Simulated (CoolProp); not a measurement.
Aqueous calcium chloride as a coolant, at 15 °C, 1 atm.

Values from CoolProp's Melinder's fits for secondary coolants.

```csv
mass %,freezing point (°C),conductivity (W/(m K)),density (kg/m³),Prandtl number,viscosity (mPa s)
4.2,-1.9,0.585,1033,8.46,1.26
7.1,-3.6,0.582,1059,(withheld),1.35
10.1,-5.9,0.579,1087,9.11,1.47
13,(withheld),0.576,1115,9.61,1.61
15.9,-12.2,0.572,1142,(withheld),1.79
18.9,-16.5,0.569,1171,11.3,(withheld)
21.8,-21.6,0.565,1199,12.6,2.35
24.7,-28.2,0.561,(withheld),14.3,2.75
```

Question: Complete the blanks.

Answer: 
- 7.1, Prandtl number: 8.74
- 13, freezing point (°C): -8.8
- 15.9, Prandtl number: 10.3
- 18.9, viscosity (mPa s): 2.04
- 24.7, density (kg/m³): 1228
